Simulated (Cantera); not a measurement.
Input: 1 mol HCl, 0.051 mol H2O, 4.1 mol O2, held at 2248.15 K and 28.0 mbar.

Cantera equilibrium calculation (NASA polynomials, part measured and part estimated; ideal gas, pure solids and liquids). Candidate condensed phases: H2O; 14 gas species. Rates play no part.

Base state: O2 0.725, Cl 0.106, HCl 0.0801, H2O 0.0541, O 0.0186, OH 0.0148, H 0.00106, H2 0.000581 (mole fractions); condensed: gas only.

### Question
What changes in the equilibrium state with this change: HCl replaced by CO2?

### Answer
```
species    before    after
-------  --------  -------
O2          0.725    0.777
CO2             0    0.181
O          0.0186   0.0192
Cl          0.106        0
HCl        0.0801        0
CO              0   0.0102
H2O        0.0541  0.00682
OH         0.0148  0.00533
ClO      0.000192        0
Cl2      0.000106        0
```
Further candidate phases: C, C6H6, C7H8, C8H18.

### Question
What changes in the equilibrium state with this change: temperature from 2248.15 K to 2925 K?

### Answer
```
species    before     after
-------  --------  --------
O2          0.725     0.402
O          0.0186     0.330
Cl          0.106     0.128
HCl        0.0801    0.0176
H         0.00106    0.0523
H2O        0.0541    0.0151
OH         0.0148    0.0502
Cl2      0.000106   6.49e-6
H2       0.000581   0.00493
ClO      0.000192  0.000125
```

### Question
What changes in the equilibrium state with this change: O2 from 4.1 to 0.11 mol?

### Answer
```
species    before     after
-------  --------  --------
HCl        0.0801     0.582
Cl          0.106     0.221
H2O        0.0541     0.138
O2          0.725    0.0326
O          0.0186   0.00394
OH         0.0148    0.0109
H2       0.000581   0.00700
Cl2      0.000106  0.000465
H         0.00106   0.00368
ClO      0.000192   8.54e-5
```
